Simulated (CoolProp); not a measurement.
A single-stage vapour-compression cycle with CH2F2 (R32): evaporating at 227.15 K (dew point), condensing at 286.15 K (bubble point), superheat 10 K, subcooling 2 K, compressor efficiency 0.65, no pressure losses. Each further row changes one setting.

Computed with CoolProp (reference Helmholtz-energy equation of state, Tillner-Roth 1997).

```json
[
 {"case": "as stated", "cooling COP": "1.89", "pressure ratio": "9.02", "discharge temperature (K)": "417.4", "refrigerating effect (kJ/kg)": "…", "volumetric capacity (kJ/m³)": "1060"},
 {"case": "evaporating temperature 232.15 K", "cooling COP": "…", "pressure ratio": "…", "discharge temperature (K)": "…", "refrigerating effect (kJ/kg)": "291", "volumetric capacity (kJ/m³)": "…"},
 {"case": "condensing temperature 281.15 K", "cooling COP": "…", "pressure ratio": "7.78", "discharge temperature (K)": "404.5", "refrigerating effect (kJ/kg)": "297", "volumetric capacity (kJ/m³)": "1100"},
 {"case": "subcooling 7 K", "cooling COP": "…", "pressure ratio": "9.02", "discharge temperature (K)": "417.4", "refrigerating effect (kJ/kg)": "297", "volumetric capacity (kJ/m³)": "1100"},
 {"case": "superheat 20 K", "cooling COP": "1.86", "pressure ratio": "9.02", "discharge temperature (K)": "431.8", "refrigerating effect (kJ/kg)": "297", "volumetric capacity (kJ/m³)": "…"}
]
```

### Question
Fill in the missing entries.

### Answer

- as stated, refrigerating effect (kJ/kg): 288
- evaporating temperature 232.15 K, cooling COP: 2.16
- evaporating temperature 232.15 K, pressure ratio: 7.13
- evaporating temperature 232.15 K, discharge temperature (K): 403.1
- evaporating temperature 232.15 K, volumetric capacity (kJ/m³): 1340
- condensing temperature 281.15 K, cooling COP: 2.11
- subcooling 7 K, cooling COP: 1.95
- superheat 20 K, volumetric capacity (kJ/m³): 1040
